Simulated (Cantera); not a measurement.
A closed system holds: 1 mol Fe₃O₄, 0.51 mol CO, 0.46 mol N₂, equilibrated at 2075 K and 14.0 Pa.

These are equilibrium values from Cantera (NASA tables, ideal gas, pure condensed phases), not measurements of a reactor. Candidate condensed phases: C, Fe, Fe(CO)₅, FeO, Fe₂O₃, Fe₃O₄; 27 gas species. The tables' stoichiometric FeO is somewhat more stable than real wüstite, so its field is too wide. FeO: taken at fixed stoichiometry. Equilibrium is a limit: real reactors are often held back by kinetics, nucleation or transport.

Base state: Fe 0.243, O₂ 0.231, N₂ 0.192, CO₂ 0.151, FeO 0.0658, CO 0.0643, O 0.0474, NO 0.00484 (mole fractions); condensed: FeO(l).

Task: What changes in the equilibrium state with this change: temperature from 2075 K to 2525 K?

Result: 
```tsv
species	before	after
Fe	0.243	0.401
O	0.0474	0.379
O₂	0.231	0.0750
CO₂	0.151	0.00500
FeO	0.0658	0.0104
N₂	0.192	0.0610
CO	0.0643	0.0649
NO	0.00484	0.00399
FeO(l), mol	2.27	0
```

Task: What changes in the equilibrium state with this change: temperature from 2075 K to 1975 K?

Result: 
```
species       before    after
-----------  -------  -------
N₂             0.192    0.332
CO₂            0.151    0.310
O₂             0.231    0.215
Fe             0.243   0.0398
FeO           0.0658   0.0172
O             0.0474   0.0216
CO            0.0643   0.0605
NO           0.00484  0.00469
FeO(l), mol     2.27     2.92
```
